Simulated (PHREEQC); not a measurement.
A solution holds 0.029 mol/kgw Fe2(SO4)3, at 32 °C. Closed to the air; pH follows from the charge balance.

Equilibrium calculation in PHREEQC: ion-association model, phreeqc.dat.

```
quantity                   before    after
------------------------  -------  -------
pH                           2.60     2.54
ionic strength (mol/kgw)    0.106    0.151
SO4-2 (mol/kgw)            0.0253   0.0348
HSO4- (mol/kgw)           0.00336  0.00482
```

Question: Which change was made?
A. Fe2(SO4)3 from 0.029 to 0.0435 mol/kgw
B. Fe2(SO4)3 from 0.029 to 0.0029 mol/kgw
C. Fe2(SO4)3 replaced by ZnSO4 at the same molality
D. Fe2(SO4)3 from 0.029 to 0.145 mol/kgw
E. temperature from 32 to 90 °C

Answer: A, Fe2(SO4)3 from 0.029 to 0.0435 mol/kgw

Precipitation was switched off in this run. Some of these states are supersaturated (in Hematite (slow to form), Goethite (slow to form), for instance).
